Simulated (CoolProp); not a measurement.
A Linde-Hampson liquefier for methane: isothermal reversible compression at 280 K from 1 atm to 30 MPa, throttling to 1 atm, return gas leaving the recuperator 5 K below the feed. Each further row changes one setting.

The numbers come from the reference Helmholtz-energy equation of state, Setzmann 1991 in CoolProp.

```tsv
case	liquid yield per pass	compression work (kJ/kg of gas)
as stated	?	763
high pressure 60 MPa	0.269	?
warm-end temperature 310 K	?	868
warm-end gap 10 K	?	763
```

Task: Complete the blanks.

Result: 
- as stated, liquid yield per pass: 0.268
- high pressure 60 MPa, compression work (kJ/kg of gas): 872
- warm-end temperature 310 K, liquid yield per pass: 0.207
- warm-end gap 10 K, liquid yield per pass: 0.259
